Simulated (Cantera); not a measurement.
Cantera run, input and output.

```python
import numpy as np
import cantera as ct

surf = ct.Interface("diamond.yaml", "diamond_100")
gas, bulk = surf.adjacent["gas"], surf.adjacent["diamond"]
k = surf.kinetics_species_index(bulk.species_names[0])
cover = ["c6HH", "c6H*", "c6*H", "c6**", "c6HM", "c6B"]

rows, drift = [], 0.0
print(f"{'xH':>10s}{'um/h':>11s}" + "".join(f"{s:>11s}" for s in cover))
for v in [0.0001, 0.00024, 0.0006, 0.0015, 0.0036, 0.0087, 0.021, 0.052, 0.13]:
    T, P, xH, xCH3 = 1200, 4000, v, 0.00025
    gas.TPX = T, P, {"H": xH, "CH3": xCH3, "CH4": 0.0061, "H2": 1 - xH - xCH3 - 0.0061}
    surf.TP = bulk.TP = T, P
    surf.coverages = "c6H*:0.1, c6HH:0.9"
    surf.advance_coverages(100.0)
    before = surf.coverages
    surf.advance_coverages(100.0)
    drift = max(drift, np.max(np.abs(surf.coverages - before) / (surf.coverages + 1e-9)))
    rate = surf.net_production_rates[k] * bulk.mean_molecular_weight / bulk.density * 3.6e9
    rows.append([rate, *surf[cover].coverages])
    print(f"{v:10.4g}{rate:11.4e}" + "".join(f"{x:11.3e}" for x in rows[-1][1:]))
```

Result:

```
        xH       um/h       c6HH       c6H*       c6*H       c6**       c6HM        c6B
    0.0001 1.2601e-01  6.150e-01  2.705e-02  3.463e-01  4.580e-03  1.857e-03  3.419e-10
   0.00024 3.3206e-01  5.285e-01  3.283e-02  4.203e-01  1.026e-02  2.477e-03  9.011e-10
    0.0006 7.1463e-01  4.772e-01  3.602e-02  4.611e-01  1.781e-02  2.995e-03  1.939e-09
    0.0015 1.3566e+00  4.527e-01  3.741e-02  4.787e-01  2.418e-02  3.230e-03  3.681e-09
    0.0036 2.4289e+00  4.425e-01  3.798e-02  4.858e-01  2.789e-02  3.081e-03  6.591e-09
    0.0087 4.1882e+00  4.383e-01  3.828e-02  4.891e-01  2.980e-02  2.533e-03  1.137e-08
     0.021 6.4331e+00  4.370e-01  3.853e-02  4.908e-01  3.071e-02  1.726e-03  1.746e-08
     0.052 8.5182e+00  4.366e-01  3.889e-02  4.917e-01  3.118e-02  9.524e-04  2.311e-08
      0.13 9.8899e+00  4.366e-01  3.961e-02  4.915e-01  3.154e-02  4.481e-04  2.684e-08
```

Model: the Harris–Goodwin 1993 mechanism for the reconstructed diamond (100) surface, integrated in Cantera.
